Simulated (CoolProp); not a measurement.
Vapour-liquid equilibrium of propane (1) + R114 (2) at 33.55 °C; x and y are mole fractions of (1).

Model: multi-fluid Helmholtz-energy mixture model, Lemmon 2009 and Platzer 1990; pair parameters Bell 2016, in CoolProp. This equation is an older, rougher fit; its heat capacities, sound speeds and derivatives of the liquid may be far off and weren't checked against measurements.

```csv
x,"bubble pressure, mixture model (MPa)","bubble pressure, Raoult's law (MPa)","y, mixture model","y, Raoult's law"
0.05,0.3400,0.3246,0.202,0.181
0.15,0.4512,0.4143,0.438,0.426
0.25,0.5518,0.5039,0.576,0.584
0.35,0.6441,0.5936,0.669,0.694
0.45,0.7301,0.6832,0.738,0.775
0.55,0.8120,0.7729,0.795,0.837
0.65,0.8917,0.8625,0.844,0.886
0.75,0.9710,0.9522,0.890,0.927
0.85,1.051,1.042,0.934,0.960
0.95,1.134,1.132,0.978,0.988
```

The largest gap from Raoult's law is +9.5 % in bubble pressure, at x = 0.25. No azeotrope shows between x = 0.05 and 0.95.

The pair parameters rest on a limited set of measurements; away from them the model extrapolates.
